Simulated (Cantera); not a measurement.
**Adiabatic ignition**

An adiabatic, constant-pressure homogeneous reactor starts with CH4 : CO : O2 : N2 = 1 : 0.34 : 0.986 : 5.23 (molar parts), at 1525 K and 4.90 bar.

Detailed kinetics in Cantera: GRI-Mech 3.0 (53 species, 325 reactions).

```json
[
 {"t (s)": "4.00e-6", "T (K)": "1525", "x CH4": "0.132", "x CO": "0.0450", "x O2": "0.130", "x CO2": "6.96e-7", "x HCN": "<1e-12", "x C2H": "<1e-12", "x C2H4": "5.39e-10"},
 {"t (s)": "1.00e-5", "T (K)": "1525", "x CH4": "0.132", "x CO": "0.0450", "x O2": "0.130", "x CO2": "2.58e-6", "x HCN": "<1e-12", "x C2H": "<1e-12", "x C2H4": "1.33e-8"},
 {"t (s)": "2.52e-5", "T (K)": "1525", "x CH4": "0.132", "x CO": "0.0450", "x O2": "0.130", "x CO2": "8.76e-6", "x HCN": "<1e-12", "x C2H": "<1e-12", "x C2H4": "3.22e-7"},
 {"t (s)": "6.33e-5", "T (K)": "1526", "x CH4": "0.132", "x CO": "0.0450", "x O2": "0.130", "x CO2": "2.87e-5", "x HCN": "<1e-12", "x C2H": "<1e-12", "x C2H4": "5.38e-6"},
 {"t (s)": "0.000159", "T (K)": "1529", "x CH4": "0.131", "x CO": "0.0450", "x O2": "0.130", "x CO2": "0.000115", "x HCN": "<1e-12", "x C2H": "<1e-12", "x C2H4": "4.71e-5"},
 {"t (s)": "0.000399", "T (K)": "1559", "x CH4": "0.124", "x CO": "0.0461", "x O2": "0.125", "x CO2": "0.000763", "x HCN": "1.68e-12", "x C2H": "7.27e-12", "x C2H4": "0.000630"},
 {"t (s)": "0.00100", "T (K)": "2360", "x CH4": "0.000228", "x CO": "0.138", "x O2": "7.92e-7", "x CO2": "0.0173", "x HCN": "0.000104", "x C2H": "3.46e-7", "x C2H4": "5.27e-7"},
 {"t (s)": "0.00252", "T (K)": "2357", "x CH4": "1.33e-9", "x CO": "0.139", "x O2": "8.36e-7", "x CO2": "0.0170", "x HCN": "5.38e-6", "x C2H": "<1e-12", "x C2H4": "<1e-12"},
 {"t (s)": "0.00632", "T (K)": "2358", "x CH4": "5.48e-10", "x CO": "0.139", "x O2": "8.43e-7", "x CO2": "0.0170", "x HCN": "1.54e-6", "x C2H": "<1e-12", "x C2H4": "<1e-12"},
 {"t (s)": "0.0159", "T (K)": "2358", "x CH4": "5.23e-10", "x CO": "0.139", "x O2": "8.47e-7", "x CO2": "0.0170", "x HCN": "7.95e-7", "x C2H": "<1e-12", "x C2H4": "<1e-12"},
 {"t (s)": "0.0398", "T (K)": "2358", "x CH4": "5.19e-10", "x CO": "0.139", "x O2": "8.48e-7", "x CO2": "0.0170", "x HCN": "5.97e-7", "x C2H": "<1e-12", "x C2H4": "<1e-12"},
 {"t (s)": "0.100", "T (K)": "2358", "x CH4": "5.19e-10", "x CO": "0.139", "x O2": "8.48e-7", "x CO2": "0.0170", "x HCN": "5.86e-7", "x C2H": "<1e-12", "x C2H4": "<1e-12"}
]
```
x: mole fraction; the columns are a selection and need not sum to one.

```yaml
time_of_steepest_temperature_rise: 0.601 ms
temperature at 0.100 s: 2358 K
equilibrium_temperature: 2358 K
x(CH4) at 0.100 s: 5.19e-10 (gas-phase equilibrium 5.84e-10)
x(CO) at 0.100 s: 0.139 (gas-phase equilibrium 0.139)
x(O2) at 0.100 s: 8.48e-7 (gas-phase equilibrium 8.48e-7)
```
